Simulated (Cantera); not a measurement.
Feed: 1 mol AlN, 0.085 mol H₂O, 4.6 mol N₂, held at 798 K and 220000 Pa.

Method: chemical equilibrium by Gibbs-energy minimisation in Cantera with the NASA 1993 tables (ideal gas, pure condensed phases). Candidate condensed phases: Al, AlN, Al₂O₃, H₂O; 35 gas species. Rates play no part.

Base state: N₂ 0.982, H₂ 0.0180, NH₃ 1.61e-5 (mole fractions); condensed: AlN(s) + Al₂O₃(s).

### Question
What changes in the equilibrium state with this change: H₂O from 0.085 to 2.1 mol?

### Answer
| species | before | after |
|---|---|---|
| N₂ | 0.982 | 0.708 |
| H₂ | 0.0180 | 0.208 |
| H₂O | <1e-9 | 0.0834 |
| NH₃ | 1.61e-5 | 0.000535 |
| AlN(s), mol | 0.943 | 0 |
| Al₂O₃(s), mol | 0.0283 | 0.500 |
